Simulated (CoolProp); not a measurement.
Vapour-liquid equilibrium of octamethyltrisiloxane (MDM) (1) + octamethylcyclotetrasiloxane (D4) (2) at 0.135 MPa; x and y are mole fractions of (1).

Model: multi-fluid Helmholtz-energy mixture model, Thol 2017 and Thol 2015; pair parameters Bell 2016, in CoolProp.

```json
[
 {"x": "0.05", "bubble temperature (°C)": "185.8", "y at the bubble point": "0.082", "dew temperature at overall composition x (°C)": "186.4", "liquid density (mol/L)": "2.538"},
 {"x": "0.2", "bubble temperature (°C)": "181.4", "y at the bubble point": "0.295", "dew temperature at overall composition x (°C)": "183.4", "liquid density (mol/L)": "2.580"},
 {"x": "0.35", "bubble temperature (°C)": "177.6", "y at the bubble point": "0.471", "dew temperature at overall composition x (°C)": "180.2", "liquid density (mol/L)": "2.620"},
 {"x": "0.5", "bubble temperature (°C)": "174.1", "y at the bubble point": "0.622", "dew temperature at overall composition x (°C)": "176.9", "liquid density (mol/L)": "2.660"},
 {"x": "0.65", "bubble temperature (°C)": "170.8", "y at the bubble point": "0.754", "dew temperature at overall composition x (°C)": "173.4", "liquid density (mol/L)": "2.700"},
 {"x": "0.8", "bubble temperature (°C)": "167.7", "y at the bubble point": "0.870", "dew temperature at overall composition x (°C)": "169.6", "liquid density (mol/L)": "2.740"},
 {"x": "0.95", "bubble temperature (°C)": "164.8", "y at the bubble point": "0.970", "dew temperature at overall composition x (°C)": "165.4", "liquid density (mol/L)": "2.780"}
]
```

No azeotrope shows between x = 0.05 and 0.95.

The pair parameters rest on a limited set of measurements; away from them the model extrapolates.
